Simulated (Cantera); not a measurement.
A Cantera script and what it prints.

```python
import numpy as np
import cantera as ct

gas_names = """
    O3 B2O3 N2 B2O2 NO O2
""".split()
cond_names = """
    BN(s) B(b) B(L)
""".split()


# ... load() reads the species with a 1 bar reference pressure and builds the phases ...
species = {s.name: s for s in load("nasa_gas.yaml", gas_names) + load("nasa_condensed.yaml", cond_names)}
# Each term lists the table entries of one substance; the one whose range holds T is used.
reactions = {
    'O3(g) + 2 BN = B2O3(g) + N2(g)':
        [(-1, ['O3']), (-2, ['BN(s)']), (1, ['B2O3']), (1, ['N2'])],
    'B2O2(g) + 2 NO(g) = 2 O2(g) + 2 BN':
        [(-1, ['B2O2']), (-2, ['NO']), (2, ['O2']), (2, ['BN(s)'])],
    '3 B + 3 NO(g) = 3 BN + O3(g)':
        [(-3, ['B(b)', 'B(L)']), (-3, ['NO']), (3, ['BN(s)']), (1, ['O3'])],
}


def pick(names, T):
    return next(species[n] for n in names if species[n].thermo.min_temp <= T <= species[n].thermo.max_temp)


results = []
for label, terms in reactions.items():
    print(label)
    print("     T/K   dH/kJ  dS/(J/K)   dG/kJ   log10 K")
    for T in [598, 798, 998, 1198, 1398, 1598, 1798, 1998, 2198, 2398]:
        used = [(nu, pick(names, T)) for nu, names in terms]
        dH = sum(nu * s.thermo.h(T) for nu, s in used) / 1e6
        dS = sum(nu * s.thermo.s(T) for nu, s in used) / 1e3
        dG = dH - T * dS / 1e3
        logK = -dG * 1e6 / (ct.gas_constant * T * np.log(10))
        results.append((label, T, dH, dS, dG, logK, [s.name for _, s in used]))
        print(f"{T:8g} {dH:8.1f} {dS:8.1f} {dG:8.1f} {logK:8.2f}")
```

It prints:

```
O3(g) + 2 BN = B2O3(g) + N2(g)
     T/K   dH/kJ  dS/(J/K)   dG/kJ   log10 K
     598   -474.6    210.8   -600.7    52.47
     798   -476.5    208.1   -642.6    42.06
     998   -479.3    205.0   -683.9    35.80
    1198   -482.6    202.1   -724.6    31.59
    1398   -486.0    199.4   -764.8    28.57
    1598   -489.8    196.9   -804.4    26.29
    1798   -494.2    194.3   -843.5    24.51
    1998   -499.3    191.6   -882.1    23.06
    2198   -505.2    188.8   -920.2    21.87
    2398   -511.8    185.9   -957.6    20.86
B2O2(g) + 2 NO(g) = 2 O2(g) + 2 BN
     T/K   dH/kJ  dS/(J/K)   dG/kJ   log10 K
     598   -230.5   -230.0    -92.9     8.11
     798   -229.3   -228.4    -47.0     3.08
     998   -227.2   -226.1     -1.6     0.08
    1198   -224.5   -223.6     43.4    -1.89
    1398   -221.5   -221.3     87.9    -3.28
    1598   -218.3   -219.2    131.9    -4.31
    1798   -215.0   -217.2    175.6    -5.10
    1998   -211.6   -215.4    218.8    -5.72
    2198   -208.1   -213.8    261.8    -6.22
    2398   -204.7   -212.3    304.4    -6.63
3 B + 3 NO(g) = 3 BN + O3(g)
     T/K   dH/kJ  dS/(J/K)   dG/kJ   log10 K
     598   -888.0   -375.0   -663.8    57.98
     798   -887.3   -373.9   -588.9    38.55
     998   -885.4   -371.8   -514.3    26.92
    1198   -883.0   -369.6   -440.1    19.19
    1398   -880.5   -367.7   -366.4    13.69
    1598   -877.7   -365.8   -293.1     9.58
    1798   -874.5   -364.0   -220.1     6.39
    1998   -870.9   -362.1   -147.5     3.86
    2198   -866.9   -360.2    -75.3     1.79
    2398  -1013.3   -422.4     -0.3     0.01
```

Source: NASA polynomial tables (part measured, part estimated), evaluated in Cantera. Condensed species are held in their standard states even where they would react or evaporate.
